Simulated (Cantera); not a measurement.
Input: 1 mol SiHCl₃, 31 mol N₂, equilibrated at 0.0133 bar.

Equilibrium computed with Cantera from the NASA thermochemical tables; the gas is ideal and each condensed phase is pure. Candidate condensed phases: NH₄Cl, Si, Si₃N₄; 28 gas species. N₂ is the only nitrogen source here; it is nearly inert below about 1500 K, so the nitride shown seldom forms there in practice. Rates play no part.

Over these rows the condensed part is Si₃N₄(s). Partial pressures as log10 of bar:

```
T (K)  1000/T (1/K)  log p SiCl₂  log p N₂  log p HCl  log p SiCl₄
-----  ------------  -----------  --------  ---------  -----------
1025         0.9756        -7.54     -1.90      -3.43        -3.66
1125         0.8889        -6.27     -1.90      -3.42        -3.67
1225         0.8163        -5.22     -1.90      -3.42        -3.69
1325         0.7547        -4.37     -1.90      -3.42        -3.78
1425         0.7018            ?     -1.90      -3.43        -4.09
1525         0.6557        -3.46     -1.90      -3.48        -4.83
```

Question: Fit log p(SiCl₂) = a + b·(1000/T) to the five rows, give the apparent enthalpy, and predict the row at 1425 K.

Answer: Means: 1000/T = 0.8182, log p = -5.372. Sxy = -0.779348, Sxx = 0.0602154, so b = -12.94 and a = -5.372 − (-12.94)×0.8182 = 5.22.
Apparent enthalpy: −19.145 × (-12.94) = 248 kJ/mol. With the condensed phases at unit activity, 1/6 Si₃N₄(s) + 1/2 SiCl₄(g) = SiCl₂(g) + 1/3 N₂(g) links this pressure to the main gases: over the six rows their terms move log p by -0.58 in all, so the slope isn't that reaction's ΔH° alone. The five rows lie within 0.20 of the line; that is curvature, so one enthalpy describes this range poorly.
Prediction at 1425 K: 5.22 + (-12.94)×0.7018 = -3.86. The computed value is -3.75, 0.11 from the line.
